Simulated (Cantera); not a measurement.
Charge: 1 mol Hg, 0.012 mol O2, a varied amount of N2, 0.11 mol H2, at 625 °C and 1.20 bar.

Equilibrium computed with Cantera from the NASA thermochemical tables; the gas is ideal and each condensed phase is pure. Candidate condensed phases: H2O, Hg, HgO; 25 gas species. Rates play no part.

x: gas mole fraction; nothing condenses.

```csv
n(N2) (mol),x N2,x Hg,x H2,x H2O,x NH3
0.84,0.431,0.513,0.0441,0.0123,(withheld)
1.4,0.558,0.398,0.0343,0.00956,(withheld)
2.3,0.674,0.293,0.0252,0.00704,(withheld)
3.9,0.778,0.200,0.0172,0.00479,(withheld)
6.4,0.852,0.133,0.0114,0.00320,(withheld)
11,0.908,0.0826,0.00710,0.00198,(withheld)
18,0.942,0.0523,0.00450,0.00126,(withheld)
30,0.964,0.0321,0.00276,0.000771,(withheld)
```

Complete the blanks.


- 0.84, x NH3: 8.97e-6
- 1.4, x NH3: 6.99e-6
- 2.3, x NH3: 4.85e-6
- 3.9, x NH3: 2.93e-6
- 6.4, x NH3: 1.67e-6
- 11, x NH3: 8.41e-7
- 18, x NH3: 4.32e-7
- 30, x NH3: 2.11e-7
